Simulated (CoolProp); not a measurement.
R142b along the isobar 0.972 MPa: fugacity coefficient from the reference equation and from simpler models built on Tc = 137.1 °C, pc = 4.055 MPa, ω = 0.232; each cubic takes its own stable root.

Computed with CoolProp (reference Helmholtz-energy equation of state, Lemmon 2006). It is a short technical equation, of lower accuracy than the large ones.

```
T (°C)   phase  reference
------  ------  ---------
-86.05  liquid   0.001002
-60.35  liquid   0.007431
-34.65  liquid    0.03316
-8.85   liquid     0.1047
16.85   liquid     0.2557
42.55   liquid     0.5181
68.25      gas     0.8481
93.95      gas     0.8818
119.65     gas     0.9059
145.45     gas     0.9239
171.15     gas     0.9378
196.85     gas     0.9486
```

Question: How far does each simpler model (van der Waals, Redlich-Kwong, Soave-Redlich-Kwong, Peng-Robinson) lie from the reference over these 12 states: mean and median of the absolute difference, and the worst?

Answer: 
- van der Waals: mean 798.4 %, median 36.2 %, worst +6233.3 % at -86.05 °C and 0.972 MPa
- Redlich-Kwong: mean 41.5 %, median 16.4 %, worst +150.9 % at -86.05 °C and 0.972 MPa
- Soave-Redlich-Kwong: mean 0.5 %, median 0.3 %, worst +1.9 % at 42.55 °C and 0.972 MPa
- Peng-Robinson: mean 1.9 %, median 0.7 %, worst +11.2 % at -86.05 °C and 0.972 MPa

At some of these states van der Waals gives the other phase, because its saturation line lies elsewhere.
